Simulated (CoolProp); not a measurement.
A closed Brayton cycle with dry air: compressor inlet 329.15 K and 6 MPa, high pressure 14.5 MPa, turbine inlet 690 K, compressor efficiency 0.8, turbine efficiency 0.93, recuperator effectiveness 0.8 (on enthalpy, no pinch check). Each further row changes one setting.

The numbers come from the reference Helmholtz-energy equation of state, Lemmon 2000 in CoolProp. It is a pseudo-pure fit of the blend.

| case | thermal efficiency (%) | net work (kJ/kg) | compressor to turbine work | compressor exit (K) | turbine exit (K) |
|---|---|---|---|---|---|
| as stated | 16.0 | 28.2 | 0.81 | 447.6 | 552.1 |
| turbine inlet 640 K | (withheld) | (withheld) | (withheld) | 447.6 | (withheld) |
| compressor inlet 339.15 K | 14.0 | 24.3 | (withheld) | 461.1 | 552.1 |
| high pressure 12.3 MPa | (withheld) | 28.2 | 0.77 | (withheld) | (withheld) |
| recuperator effectiveness 0.5 | 13.5 | 28.2 | 0.81 | 447.6 | 552.1 |

Q: What belongs in the gaps?

A: 
- turbine inlet 640 K, thermal efficiency (%): 11.0
- turbine inlet 640 K, net work (kJ/kg): 17.2
- turbine inlet 640 K, compressor to turbine work: 0.88
- turbine inlet 640 K, turbine exit (K): 510.7
- compressor inlet 339.15 K, compressor to turbine work: 0.84
- high pressure 12.3 MPa, thermal efficiency (%): 17.5
- high pressure 12.3 MPa, compressor exit (K): 423.3
- high pressure 12.3 MPa, turbine exit (K): 575.7
